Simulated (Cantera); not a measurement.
Mixture: CH4 : H2 : O2 : N2 = 1 : 0.27 : 2.3 : 6.43 (molar parts), equivalence ratio 0.93, at 0.336 atm, adiabatic and at constant pressure. Ignition delay is the time to a rise of 400 K.

Model: GRI-Mech 3.0 (53 species, 325 reactions), integrated in Cantera. Below about 1000 K GRI-Mech 3.0 lacks low-temperature oxidation paths. Below about 950 K walls govern HO2 and H2O2 in real vessels.

### Question
What does this change do: H2 0.27 to 0.16 parts?

### Answer
```tsv
quantity	before	after
delay at 875 K	0.564 s	1.12 s
delay at 975 K	0.122 s	0.268 s
delay at 1075 K	38.1 ms	79.7 ms
delay at 1175 K	12.4 ms	23.7 ms
delay at 1275 K	4.52 ms	7.70 ms
apparent activation energy between 1175 and 1275 K	130 kJ/mol	140 kJ/mol
```
